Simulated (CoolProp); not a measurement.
Properties of R410A along the isobar 0.101 MPa.

Values from CoolProp's reference Helmholtz-energy equation of state, Lemmon 2003. It is a pseudo-pure fit of the blend.

```
T (K)  phase  density (kg/m³)  cp (kJ/(kg K))  Joule-Thomson coefficient (K/MPa)  Prandtl number  fugacity coefficient
-----  -----  ---------------  --------------  ---------------------------------  --------------  --------------------
264.5    gas            3.404               ?                              31.27           0.821                0.9797
282.6    gas            3.171          0.8042                              24.35           0.803                0.9842
300.7    gas            2.970               ?                              19.48           0.794                0.9875
318.8    gas            2.794          0.8499                              15.93           0.791                0.9899
336.9    gas            2.639          0.8751                              13.25           0.791                0.9917
355      gas            2.501          0.9010                                  ?           0.792                0.9931
373.2    gas            2.376          0.9271                              9.567               ?                0.9943
391.3    gas            2.264          0.9530                              8.277           0.800                0.9952
409.4    gas            2.163          0.9786                              7.229           0.804                0.9959
427.5    gas            2.070           1.004                              6.366           0.809                0.9965
445.6    gas            1.985           1.028                              5.647               ?                0.9970
463.8    gas            1.906               ?                              5.037           0.818                0.9975
481.9    gas            1.834           1.075                              4.520           0.822                0.9978
500      gas            1.767           1.098                              4.076               ?                0.9981
```

Question: Some entries are withheld; supply them.

Answer: 
- 264.5, cp (kJ/(kg K)): 0.7865
- 300.7, cp (kJ/(kg K)): 0.8260
- 355, Joule-Thomson coefficient (K/MPa): 11.19
- 373.2, Prandtl number: 0.796
- 445.6, Prandtl number: 0.814
- 463.8, cp (kJ/(kg K)): 1.052
- 500, Prandtl number: 0.826

Viscosity comes from a separate model (Geller 2000). Thermal conductivity comes from a separate model (Geller 2001).
